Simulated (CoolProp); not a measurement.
Normal hydrogen along the isotherm -238.25 °C: fugacity coefficient from the reference equation and from simpler models built on Tc = -240.0 °C, pc = 1.296 MPa, ω = -0.219; each cubic takes its own stable root.

Model: reference Helmholtz-energy equation of state, Leachman 2009, in CoolProp.

```csv
p (MPa),phase,reference,van der Waals,Soave-Redlich-Kwong,Peng-Robinson
0.0648,gas,0.9859,0.9869,0.9850,0.9832
0.13,gas,0.9718,0.9738,0.9700,0.9664
0.194,gas,0.9579,0.9610,0.9554,…
0.259,gas,0.9440,0.9479,0.9406,…
0.324,gas,0.9300,0.9349,0.9260,0.9175
0.389,gas,…,…,0.9114,0.9014
0.454,gas,0.9023,…,0.8968,…
0.519,gas,0.8885,0.8960,0.8824,…
0.583,gas,…,0.8833,0.8682,0.8542
0.648,gas,0.8611,0.8703,0.8539,0.8386
```

**Question.** Fill in the missing entries.

**Answer.** 
- 0.194, Peng-Robinson: 0.9501
- 0.259, Peng-Robinson: 0.9338
- 0.389, reference: 0.9161
- 0.389, van der Waals: 0.9220
- 0.454, van der Waals: 0.9090
- 0.454, Peng-Robinson: 0.8855
- 0.519, Peng-Robinson: 0.8696
- 0.583, reference: 0.8749
